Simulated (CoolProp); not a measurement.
Tetrahydrofuran at 293.15 K and 0.0108 MPa is throttled through a valve to 0.00606 MPa with no heat exchange. Each further row changes one setting.

Computed with CoolProp (reference Helmholtz-energy equation of state, Fiedler 2023).

| case | temperature change (K) | final density (kg/m³) |
|---|---|---|
| as stated | -0.2 | 0.180 |
| outlet pressure 0.00182 MPa | -0.4 | 0.0539 |
| outlet pressure 0.00788 MPa | -0.1 | 0.234 |
